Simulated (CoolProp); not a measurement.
The numbers come from the reference Helmholtz-energy equation of state, Thol 2014 in CoolProp.

**Question.** For diethyl ether, give the phase and the density (kg/m³), cp (kJ/(kg K)), cv (kJ/(kg K)), speed of sound (m/s) at 59.15 °C and 5480 kPa; 202.95 °C and 5480 kPa.

**Answer.** 
- 59.15 °C and 5480 kPa: liquid; density 676, cp 2.43, cv 1.84, speed of sound 869
- 202.95 °C and 5480 kPa: supercritical; density 407, cp 3.91, cv 2.28, speed of sound 223
